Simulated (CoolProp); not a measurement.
p-xylene along the isotherm 620 K: density (kg/m³) from the reference equation and from simpler models built on Tc = 616.2 K, pc = 3.532 MPa, ω = 0.324; each cubic takes its own stable root.

Model: reference Helmholtz-energy equation of state, Zhou 2012, in CoolProp.

```csv
p (MPa),phase,reference,ideal gas,van der Waals,Redlich-Kwong,Soave-Redlich-Kwong,Peng-Robinson
0.0279,gas,0.5763,0.5746,0.5759,0.5761,0.5761,0.5763
0.0435,gas,0.9000,0.8959,0.8991,0.8996,0.8996,0.9000
0.0677,gas,1.404,1.394,1.402,1.403,1.403,1.404
0.105,gas,2.187,2.162,2.182,2.184,2.184,2.187
0.164,gas,3.437,3.378,3.425,3.431,3.431,3.437
0.256,gas,5.420,5.272,5.389,5.405,5.405,5.420
0.398,gas,8.562,8.197,8.484,8.526,8.525,8.563
0.62,gas,13.69,12.77,13.49,13.60,13.60,13.69
0.965,gas,22.25,19.87,[?],22.02,22.01,22.26
1.5,gas,37.34,30.89,35.94,36.69,36.66,37.34
2.34,gas,68.15,48.19,63.63,65.96,65.82,67.92
3.64,supercritical,208.4,74.96,215.4,[?],187.0,199.7
5.67,supercritical,[?],116.8,318.0,383.2,380.9,422.0
8.83,supercritical,[?],181.9,355.8,440.1,438.7,[?]
```

Fill in the missing entries.


- 0.965, van der Waals: 21.74
- 3.64, Redlich-Kwong: 203.9
- 5.67, reference: 473.6
- 8.83, reference: 522.0
- 8.83, Peng-Robinson: 487.7
